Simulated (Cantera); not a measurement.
# Hydrocarbon pyrolysis for carbon deposition

An isothermal, constant-pressure homogeneous reactor starts with CH4 : N2 = 1 : 14 (molar parts), at 1973 K and 188 Torr.

Cantera simulation using GRI-Mech 3.0 (53 species, 325 reactions); the numbers are that mechanism's predictions, not measurements. GRI-Mech 3.0 stops at C3 and has no aromatics, soot or wall deposition, so with more carbon than oxygen in the feed, carbon stays in small species such as C2H2 where larger ones or solid carbon would form.

```csv
t (s),x CH4,x H2,x C2H,x C2H4,x C2H6,x CH3,x C2H2
3.00e-5,0.0663,0.000176,<1e-12,1.54e-6,2.49e-7,0.000352,1.91e-8
9.53e-5,0.0654,0.000674,2.55e-10,5.47e-5,4.29e-6,0.00111,2.45e-6
0.000302,0.0599,0.00519,4.87e-8,0.00136,4.00e-5,0.00304,0.000296
0.000960,0.0316,0.0433,1.28e-6,0.00313,4.14e-5,0.00306,0.0118
0.00305,0.00942,0.0790,2.70e-6,0.000244,4.79e-6,0.00108,0.0260
0.00968,0.00203,0.0902,3.80e-6,1.96e-5,3.26e-7,0.000294,0.0301
0.0307,0.000418,0.0927,4.47e-6,6.35e-6,1.74e-8,6.98e-5,0.0310
0.0976,9.97e-5,0.0931,4.68e-6,5.70e-6,1.08e-9,1.74e-5,0.0311
0.310,2.77e-5,0.0932,4.72e-6,5.67e-6,1.03e-10,4.86e-6,0.0312
0.984,1.56e-5,0.0933,4.72e-6,5.67e-6,4.63e-11,2.75e-6,0.0311
3.12,1.57e-5,0.0933,4.71e-6,5.66e-6,4.65e-11,2.76e-6,0.0311
9.92,1.63e-5,0.0933,4.70e-6,5.64e-6,4.87e-11,2.87e-6,0.0310
31.5,1.75e-5,0.0933,4.65e-6,5.59e-6,5.27e-11,3.07e-6,0.0307
100,1.87e-5,0.0933,4.54e-6,5.46e-6,5.72e-11,3.30e-6,0.0300
```
x: mole fraction; the columns are a selection and need not sum to one.

Equilibrium at this temperature and pressure: CH4 1.02e-5, H2 0.0933, C2H 9.62e-7, C2H4 1.16e-6, C2H6 1.53e-11, CH3 1.79e-6, C2H2 0.00635 (gas phase only).
